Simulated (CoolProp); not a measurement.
A closed Brayton cycle with carbon dioxide: compressor inlet 329.15 K and 8.2 MPa, high pressure 28.4 MPa, turbine inlet 715 K, compressor efficiency 0.8, turbine efficiency 0.85, recuperator effectiveness 0.95 (on enthalpy, no pinch check). Each further row changes one setting.

Model: reference Helmholtz-energy equation of state, Span 1996, in CoolProp.

```tsv
case	thermal efficiency (%)	net work (kJ/kg)	compressor to turbine work	compressor exit (K)	turbine exit (K)
as stated	23.7	50.8	0.60	440.8	585.8
turbine inlet 665 K	19.7	39.5	0.66	440.8	540.2
compressor inlet 339.15 K	21.0	43.0	0.66	457.8	585.8
high pressure 24.1 MPa	24.8	48.4	0.57	425.3	602.5
recuperator effectiveness 0.5	17.6	50.8	0.60	440.8	585.8
```
